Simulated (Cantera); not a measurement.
A perfectly stirred reactor is fed with 12.3 % H2, 87.7 % O2, equivalence ratio 0.070, at 0.00740 atm; it is held at 1300 K, and followed from long to short residence time.

Model: the H2/O2 subset of GRI-Mech 3.0, which has no nitrogen chemistry, integrated in Cantera. Radical loss at walls, strong at low pressure, is not modelled. The temperature is held fixed by assumption; the heat of reaction is taken as removed at once.

x: mole fraction; the columns are a selection and need not sum to one.

```tsv
τ (s)	x H2	x O2	x HO2	x H2O	x H	x OH
0.49	0.00116	0.853	2.24e-6	0.124	0.00303	0.00490
0.19	0.00195	0.842	2.59e-6	0.120	0.00669	0.00632
0.075	(withheld)	0.827	2.79e-6	0.114	(withheld)	(withheld)
0.029	0.00430	0.812	2.87e-6	0.106	0.0201	0.00890
0.011	(withheld)	0.802	2.87e-6	0.0998	(withheld)	(withheld)
0.0045	0.00925	0.800	2.87e-6	0.0938	0.0297	0.0109
0.0018	0.0161	0.805	2.83e-6	0.0852	0.0313	0.0122
```

What belongs in the gaps?


- 0.075, x H2: 0.00300
- 0.075, x H: 0.0127
- 0.075, x OH: 0.00771
- 0.011, x H2: 0.00612
- 0.011, x H: 0.0262
- 0.011, x OH: 0.00988
